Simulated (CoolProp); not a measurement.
Vapour-liquid equilibrium of n-heptane (1) + p-xylene (2) at 614 kPa; x and y are mole fractions of (1).

Model: multi-fluid Helmholtz-energy mixture model, Span 2003 and Zhou 2012; pair parameters Bell 2016, in CoolProp.

| x | bubble temperature, mixture model (K) | bubble temperature, Raoult's law (K) | y, mixture model | y, Raoult's law |
|---|---|---|---|---|
| 0.05 | 490.4 | 491.0 | 0.106 | 0.107 |
| 0.2 | 479.8 | 481.6 | 0.354 | 0.368 |
| 0.35 | (withheld) | 473.4 | 0.533 | 0.561 |
| 0.5 | (withheld) | 466.2 | 0.671 | 0.707 |
| 0.65 | 458.8 | 459.8 | 0.785 | 0.820 |
| 0.8 | 453.6 | 454.1 | (withheld) | 0.909 |
| 0.95 | 448.9 | 449.0 | 0.972 | 0.980 |

Task: Some entries are withheld; supply them.

Result: 
- 0.35, bubble temperature, mixture model (K): 471.5
- 0.5, bubble temperature, mixture model (K): 464.6
- 0.8, y, mixture model: 0.883

The largest gap from Raoult's law is -1.9 K in bubble temperature, at x = 0.35. No azeotrope shows between x = 0.05 and 0.95.

Pair parameters are fitted to limited data, so mixtures are less certain than the pure fluids.
